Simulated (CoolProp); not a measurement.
R125 at 308.92 K and 9.62 MPa is throttled through a valve to 6.57 MPa with no heat exchange. Each further row changes one setting.

Values from CoolProp's reference Helmholtz-energy equation of state, Lemmon 2005.

```csv
case,temperature change (K),final density (kg/m³)
as stated,[?],[?]
outlet pressure 1.97 MPa,[?],[?]
outlet pressure 8.54 MPa,[?],[?]
```

Task: Fill in the missing entries.

Result: 
- as stated, temperature change (K): -0.4
- as stated, final density (kg/m³): 1200
- outlet pressure 1.97 MPa, temperature change (K): -2.1
- outlet pressure 1.97 MPa, final density (kg/m³): 1140
- outlet pressure 8.54 MPa, temperature change (K): -0.1
- outlet pressure 8.54 MPa, final density (kg/m³): 1220
